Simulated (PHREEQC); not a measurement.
HF is added in steps, without added water, to 1 kg of water holding 1.4 mmol/kgw NaHSO4, 2.7 mmol/kgw Na2B4O7 and 2.8 mmol/kgw LiCl, at 25 °C. O2 is buffered at 0.21 atm. No CO2 enters from the air. Only these solids could form: Halite, Mirabilite.

Base run: PHREEQC, ion-association model, wateq4f.dat. Each further column changes one thing. The table gives pH.

```csv
HF added (mol),base,LiCl left out,diluted 10-fold with water,no solid may form
0,8.96,8.96,8.98,8.96
0.000675,8.84,8.84,3.83,8.84
0.00135,8.70,8.71,3.39,8.70
0.002025,8.54,8.55,3.22,8.54
0.0027,8.33,8.33,3.12,8.33
0.003375,7.98,7.98,3.05,7.98
0.00405,5.41,5.41,2.99,5.41
0.004725,4.33,4.33,2.94,4.33
0.0054,4.09,4.10,2.90,4.09
```

Real BF4- forms and hydrolyses slowly; the run takes it at equilibrium. Solids allowed in the column 'LiCl left out': Mirabilite.
